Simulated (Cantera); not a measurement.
A freely propagating, adiabatic, planar premixed flame of CH₄ : CO : O₂ : N₂ = 1 : 1.2 : 2.6 : 10.1 (molar parts), unburnt at 600 K and 458 Torr; multicomponent transport, grid criteria slope 0.08 and curve 0.16, no radiation.

Detailed kinetics in Cantera: GRI-Mech 3.0 (53 species, 325 reactions). Burning velocities carry a grid error of a few per cent, more on coarse grids.

x: mole fraction of selected species; z is measured from the peak of heat release.

```json
[
 {"z (mm)": "-1.53", "T (K)": "600", "u (m/s)": "1.71", "x CH₄": "0.0671", "x CO": "0.0805", "x O₂": "0.174", "x OH": "<1e-8", "x C₂H₆": "<1e-8", "x CH₃": "<1e-8"},
 {"z (mm)": "-1.02", "T (K)": "600", "u (m/s)": "1.71", "x CH₄": "0.0670", "x CO": "0.0804", "x O₂": "0.174", "x OH": "<1e-8", "x C₂H₆": "___", "x CH₃": "___"},
 {"z (mm)": "-0.765", "T (K)": "602", "u (m/s)": "1.72", "x CH₄": "0.0669", "x CO": "0.0803", "x O₂": "0.174", "x OH": "1.36e-8", "x C₂H₆": "3.64e-7", "x CH₃": "7.74e-7"},
 {"z (mm)": "-0.510", "T (K)": "617", "u (m/s)": "1.77", "x CH₄": "0.0660", "x CO": "0.0802", "x O₂": "0.173", "x OH": "___", "x C₂H₆": "___", "x CH₃": "___"},
 {"z (mm)": "-0.255", "T (K)": "841", "u (m/s)": "2.44", "x CH₄": "0.0553", "x CO": "0.0825", "x O₂": "0.158", "x OH": "7.45e-5", "x C₂H₆": "0.000257", "x CH₃": "0.000203"},
 {"z (mm)": "-0.127", "T (K)": "1206", "u (m/s)": "3.53", "x CH₄": "0.0344", "x CO": "0.0904", "x O₂": "0.127", "x OH": "0.000481", "x C₂H₆": "0.000462", "x CH₃": "0.00126"},
 {"z (mm)": "0", "T (K)": "1609", "u (m/s)": "4.73", "x CH₄": "0.00906", "x CO": "0.0993", "x O₂": "0.0825", "x OH": "0.00287", "x C₂H₆": "5.88e-5", "x CH₃": "0.00152"},
 {"z (mm)": "0.127", "T (K)": "1783", "u (m/s)": "5.24", "x CH₄": "0.000730", "x CO": "0.0910", "x O₂": "0.0527", "x OH": "0.00671", "x C₂H₆": "2.81e-7", "x CH₃": "0.000190"},
 {"z (mm)": "0.255", "T (K)": "1834", "u (m/s)": "5.36", "x CH₄": "2.97e-5", "x CO": "0.0767", "x O₂": "0.0408", "x OH": "0.00861", "x C₂H₆": "<1e-8", "x CH₃": "8.54e-6"},
 {"z (mm)": "0.510", "T (K)": "1892", "u (m/s)": "5.48", "x CH₄": "6.71e-8", "x CO": "0.0604", "x O₂": "0.0332", "x OH": "0.00970", "x C₂H₆": "<1e-8", "x CH₃": "2.23e-8"},
 {"z (mm)": "1.02", "T (K)": "1963", "u (m/s)": "5.64", "x CH₄": "<1e-8", "x CO": "0.0514", "x O₂": "0.0291", "x OH": "0.0102", "x C₂H₆": "<1e-8", "x CH₃": "<1e-8"},
 {"z (mm)": "2.04", "T (K)": "2049", "u (m/s)": "5.86", "x CH₄": "<1e-8", "x CO": "0.0475", "x O₂": "0.0263", "x OH": "0.0101", "x C₂H₆": "<1e-8", "x CH₃": "<1e-8"},
 {"z (mm)": "4.08", "T (K)": "2144", "u (m/s)": "6.09", "x CH₄": "<1e-8", "x CO": "0.0430", "x O₂": "0.0231", "x OH": "0.00956", "x C₂H₆": "<1e-8", "x CH₃": "<1e-8"}
]
```

**Question.** Complete the blanks.

**Answer.** 
- -1.02, x C₂H₆: 4.07e-8
- -1.02, x CH₃: 1.33e-7
- -0.510, x OH: 1.55e-6
- -0.510, x C₂H₆: 8.08e-6
- -0.510, x CH₃: 9.25e-6
